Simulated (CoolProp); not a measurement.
Vapour pressure (MPa) of dimethyl ether: the reference equation beside estimates from Tc = 127.2 °C, pc = 5.337 MPa, ω = 0.196.

Values from CoolProp's reference Helmholtz-energy equation of state, Wu 2011.

| T (°C) | reference | Lee-Kesler | Redlich-Kwong | Soave-Redlich-Kwong |
|---|---|---|---|---|
| 24.35 | 0.5792 | 0.5817 | 0.7573 | 0.5822 |
| 26.95 | 0.6241 | 0.6270 | 0.8101 | 0.6278 |
| 29.55 | 0.6716 | 0.6749 | 0.8656 | 0.6760 |
| 32.15 | [?] | [?] | 0.9236 | 0.7270 |
| 34.75 | 0.7744 | 0.7787 | 0.9843 | 0.7808 |
| 37.35 | 0.8301 | 0.8348 | 1.048 | 0.8374 |
| 39.95 | 0.8886 | 0.8938 | 1.114 | 0.8971 |
| 42.55 | 0.9501 | 0.9558 | [?] | 0.9599 |
| 45.15 | 1.015 | 1.021 | 1.255 | [?] |
| 47.75 | [?] | 1.089 | 1.330 | 1.095 |
| 50.35 | 1.154 | [?] | 1.408 | [?] |
| 52.95 | 1.228 | 1.236 | 1.489 | [?] |

**Question.** Some entries are withheld; supply them.

**Answer.** 
- 32.15, reference: 0.7216
- 32.15, Lee-Kesler: 0.7255
- 42.55, Redlich-Kwong: 1.183
- 45.15, Soave-Redlich-Kwong: 1.026
- 47.75, reference: 1.083
- 50.35, Lee-Kesler: 1.161
- 50.35, Soave-Redlich-Kwong: 1.168
- 52.95, Soave-Redlich-Kwong: 1.244

Absolute difference from the reference over all 12 rows, mean and median: Lee-Kesler 0.6 and 0.6 %, Redlich-Kwong 25.9 and 25.8 %, Soave-Redlich-Kwong 0.9 and 0.9 %.
